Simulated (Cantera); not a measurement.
An isothermal, constant-pressure homogeneous reactor starts with 18.0 % H2, 82.0 % O2, at 1073 K and 350 Pa.

Cantera simulation using GRI-Mech 3.0 (53 species, 325 reactions); the numbers are that mechanism's predictions, not measurements. Radical loss at walls, strong at low pressure, is not modelled. The temperature is held fixed by assumption; the heat of reaction is taken as removed at once.

x: mole fraction; the columns are a selection and need not sum to one.

```csv
t (s),x H2,x O2,x O,x H2O,x H,x OH,x H2O2
8.00e-6,0.180,0.820,<1e-12,<1e-12,1.91e-11,<1e-12,<1e-12
2.87e-5,0.180,0.820,2.54e-12,<1e-12,6.70e-11,2.38e-12,<1e-12
0.000103,0.180,0.820,2.97e-11,1.03e-11,2.29e-10,2.41e-11,<1e-12
0.000368,0.180,0.820,3.21e-10,3.11e-10,8.80e-10,1.92e-10,<1e-12
0.00132,0.180,0.820,5.69e-9,1.21e-8,9.63e-9,2.78e-9,2.36e-12
0.00473,0.180,0.820,8.19e-6,2.15e-5,1.32e-5,3.92e-6,4.76e-11
0.0169,[?],0.724,[?],[?],[?],[?],[?]
0.0607,0.00526,0.748,0.0423,0.160,0.0396,0.00491,6.70e-8
0.217,0.00170,0.787,0.0123,0.189,0.00629,0.00283,1.01e-7
0.779,0.000129,0.801,0.000916,0.197,0.000126,0.000774,8.32e-8
2.79,9.17e-6,0.802,6.63e-5,0.198,2.45e-6,0.000209,3.02e-8
10.0,1.15e-6,0.802,8.51e-6,0.198,1.13e-7,7.48e-5,9.53e-9
```

**Question.** Some entries are withheld; supply them.

**Answer.** 
- 0.0169, x H2: 0.00715
- 0.0169, x O: 0.0591
- 0.0169, x H2O: 0.139
- 0.0169, x H: 0.0658
- 0.0169, x OH: 0.00564
- 0.0169, x H2O2: 5.45e-8
